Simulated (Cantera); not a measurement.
## Catalytic combustion on Pt

An isothermal plug-flow reactor at 800 K and 100000 Pa (inlet), inlet velocity 1.7 m/s, active area per volume 1300 1/m; feed H2 : O2 : N2 : H2O = 0.0024 : 0.045 : 0.79 : 0.007 (molar parts), equivalence ratio 0.027.

Computed with Cantera and Deutschmann's 1995 Pt surface mechanism with GRI-Mech 3.0 gas chemistry. Catalytic surfaces can have several steady states; this one follows from the mechanism file's or the stated starting coverage. Mass transfer to the wall is taken as infinitely fast.

| z (m) | x H2 | x O2 | x H2O | θ free Pt | θ O* | θ OH* |
|---|---|---|---|---|---|---|
| 0.00016 | 0.00189 | 0.0528 | 0.00924 | 0.0858 | 0.911 | 0.00300 |
| 0.00029 | 0.00145 | 0.0526 | 0.00969 | 0.0747 | 0.922 | 0.00285 |
| 0.00051 | 0.000973 | 0.0524 | 0.0102 | 0.0644 | 0.933 | 0.00269 |
| 0.00091 | 0.000523 | 0.0522 | 0.0106 | 0.0558 | 0.942 | 0.00255 |
| 0.0016 | 0.000203 | 0.0520 | 0.0109 | 0.0504 | 0.947 | 0.00245 |
| 0.0029 | 3.85e-5 | 0.0520 | 0.0111 | 0.0480 | 0.950 | 0.00240 |
| 0.0051 | 2.50e-6 | 0.0519 | 0.0111 | 0.0474 | 0.950 | 0.00239 |
| 0.0091 | 1.76e-8 | 0.0519 | 0.0111 | 0.0474 | 0.950 | 0.00239 |
| 0.016 | 3.46e-12 | 0.0519 | 0.0111 | 0.0474 | 0.950 | 0.00239 |
x: gas mole fraction; θ: surface coverage.
